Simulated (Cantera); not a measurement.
A closed system holds: 1 mol SiO₂, 1.7 mol C, 4 mol N₂, at 0.0340 bar.

Cantera equilibrium calculation (NASA polynomials, part measured and part estimated; ideal gas, pure solids and liquids). Candidate condensed phases: C, Si, SiC, SiO₂, Si₂N₂O, Si₃N₄; 34 gas species. N₂ is the only nitrogen source here; it is nearly inert below about 1500 K, so the nitride shown seldom forms there in practice. Mutual solubility and eutectic melting of coexisting phases are not modelled. The tables hold silica as quartz up to 1696 K and as liquid above; real silica turns to tridymite and cristobalite and melts near 1996 K. The numbers say what is thermodynamically allowed, not how fast it happens.

Task: Which condensed phases are stable at each of these points (T (°C)): 927, 1027, 1127, 1227, 1327, 1427, 1527, 1627, 1727, 1827, 1927, 2027, 2127, 2227?

Result: 
```
T (°C)                          condensed phases  Si condensed (%)
------  ----------------------------------------  ----------------
927     C(graphite) + SiO₂(β-quartz) + Si₂N₂O(s)             100.0
1027                     C(graphite) + Si₂N₂O(s)             100.0
1127                     C(graphite) + Si₂N₂O(s)             100.0
1227                     C(graphite) + Si₂N₂O(s)             100.0
1327                     C(graphite) + Si₂N₂O(s)              99.7
1427                          SiC(s) + Si₂N₂O(s)              97.8
1527                          SiC(s) + Si₂N₂O(s)              82.3
1627                                      SiC(s)              35.0
1727                                      SiC(s)              34.8
1827                                      SiC(s)              34.3
1927                                      SiC(s)              32.5
2027                                      SiC(s)              27.0
2127                                      SiC(s)              13.3
2227                                    gas only               0.0
```

At 927 °C the condensed part is C(graphite) + SiO₂(β-quartz) + Si₂N₂O(s). From 1027 °C to 1327 °C the condensed part is C(graphite) + Si₂N₂O(s). From 1427 °C to 1527 °C the condensed part is SiC(s) + Si₂N₂O(s). From 1627 °C to 2127 °C the condensed part is SiC(s). At 2227 °C nothing is condensed.
